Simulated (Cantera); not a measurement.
Input (Python, Cantera):

```python
import numpy as np
import cantera as ct

gas = ct.Solution("gri30.yaml")
gas.TPX = 1150, 20000, {'N2O': 0.47}
reactor = ct.IdealGasConstPressureReactor(gas, energy="off", clone=False)
net = ct.ReactorNet([reactor])
net.rtol, net.atol = 1e-08, 1e-18
show = ['N2O', 'NO2', 'NO', 'N2', 'O2', 'O']
times = np.geomspace(0.0004, 2, 15)

steps = ct.SolutionArray(gas, extra=["t"])
rows = []
print(f"{'t/s':>10s}{'T/K':>9s}{'P/Pa':>11s}" + "".join(f"{s:>11s}" for s in show))
for t in times:
    while net.time < t:
        t_next = net.step()
        steps.append(gas.state, t=t_next)
    rows.append([np.interp(t, steps.t, y) for y in (steps.T, steps.P, *steps(*show).X.T)])
    print(f"{t:10.3e}{rows[-1][0]:9.1f}{rows[-1][1]:11.4g}" + "".join(f"{x:11.3e}" for x in rows[-1][2:]))
rate = np.gradient(steps.T, steps.t)
print("integrator steps:", len(steps.t))
if steps.T.max() > steps.T[0] + 200:
    print(f"time of steepest temperature rise: {steps.t[rate.argmax()]:.4e} s")
gas.TPX = 1150, 20000, {'N2O': 0.47}
gas.equilibrate("TP")
print(f"equilibrium (TP): T = {gas.T:.1f} K  " + "  ".join(f"{s} {gas[s].X[0]:.3e}" for s in show))
```

It prints:

```
       t/s      T/K       P/Pa        N2O        NO2         NO         N2         O2          O
 4.000e-04   1150.0      2e+04  1.000e+00  4.633e-12  1.414e-06  1.662e-05  7.555e-06  8.019e-07
 7.350e-04   1150.0      2e+04  1.000e+00  1.704e-11  2.713e-06  3.115e-05  1.450e-05  8.019e-07
 1.350e-03   1150.0      2e+04  9.999e-01  6.040e-11  5.100e-06  5.785e-05  2.725e-05  8.019e-07
 2.481e-03   1150.0      2e+04  9.998e-01  2.081e-10  9.485e-06  1.069e-04  5.068e-05  8.019e-07
 4.559e-03   1150.0      2e+04  9.997e-01  7.084e-10  1.754e-05  1.970e-04  9.372e-05  8.019e-07
 8.378e-03   1150.0      2e+04  9.994e-01  2.383e-09  3.234e-05  3.626e-04  1.728e-04  8.019e-07
 1.539e-02   1150.0      2e+04  9.990e-01  7.923e-09  5.951e-05  6.666e-04  3.180e-04  8.018e-07
 2.828e-02   1150.0      2e+04  9.981e-01  2.598e-08  1.094e-04  1.225e-03  5.846e-04  8.018e-07
 5.197e-02   1150.0      2e+04  9.965e-01  8.305e-08  2.008e-04  2.248e-03  1.074e-03  8.017e-07
 9.549e-02   1150.0      2e+04  9.935e-01  2.542e-07  3.683e-04  4.124e-03  1.969e-03  8.016e-07
 1.755e-01   1150.0      2e+04  9.882e-01  7.257e-07  6.740e-04  7.550e-03  3.605e-03  8.013e-07
 3.224e-01   1150.0      2e+04  9.784e-01  1.870e-06  1.229e-03  1.378e-02  6.580e-03  8.006e-07
 5.924e-01   1150.0      2e+04  9.608e-01  4.261e-06  2.229e-03  2.501e-02  1.194e-02  7.993e-07
 1.088e+00   1150.0      2e+04  9.296e-01  8.684e-06  4.001e-03  4.493e-02  2.146e-02  7.968e-07
 2.000e+00   1150.0      2e+04  8.758e-01  1.636e-05  7.051e-03  7.930e-02  3.787e-02  7.921e-07
integrator steps: 508
equilibrium (TP): T = 1150.0 K  N2O 4.555e-09  NO2 1.866e-06  NO 1.530e-04  N2 6.666e-01  O2 3.333e-01  O 1.080e-08
```

Model: GRI-Mech 3.0 (53 species, 325 reactions), integrated in Cantera. GRI-Mech 3.0 was tuned for natural gas; its chemistry of N2O as a main component is partial and can be far from experiment. The mechanism lacks the step 2 NO + O2 → 2 NO2, which can matter for NO2 below about 1400 K. The temperature is held fixed by assumption; the heat of reaction is taken as removed at once.
